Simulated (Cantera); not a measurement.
A freely propagating, adiabatic, planar premixed flame of H2 : O2 : N2 : H2O = 1 : 0.943 : 3.55 : 0.65 (molar parts), equivalence ratio 0.53, unburnt at 350 K and 760 Torr; mixture-averaged transport, grid criteria slope 0.08 and curve 0.16, no radiation.

Cantera simulation using the H2/O2 subset of GRI-Mech 3.0, which has no nitrogen chemistry; the numbers are that mechanism's predictions, not measurements. Burning velocities carry a grid error of a few per cent, more on coarse grids. Lean hydrogen flames are cellular in practice and burn faster than this planar one.

Question: What does this change do: inlet temperature 350 to 325 K?

Answer: 
```csv
quantity,before,after
laminar burning velocity,31.0 cm/s,25.6 cm/s
thermal thickness,0.609 mm,0.645 mm
peak x(O),0.00122,0.00109
peak x(HO2),0.000283,0.000272
peak x(OH),0.00255,0.00234
```
